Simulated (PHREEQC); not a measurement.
Consider water at 25 °C with 2.6 mol NaCl, 0.076 mol SrCl2 and 0.19 mol LiCl per kg of water. Closed to the air; pH follows from the charge balance.

All values are PHREEQC results (Pitzer model, pitzer.dat), not measurements.

Question: The ionic strength comes out as 3.02 mol/kgw. What activity coefficients do Na+, Li+, Sr+2, Cl- get?

Answer: Na+ 0.92, Li+ 1.5, Sr+2 0.46, Cl- 0.57. Single-ion values are on the MacInnes scale.

Precipitation was switched off in this run. Species that the database lacks are ignored.
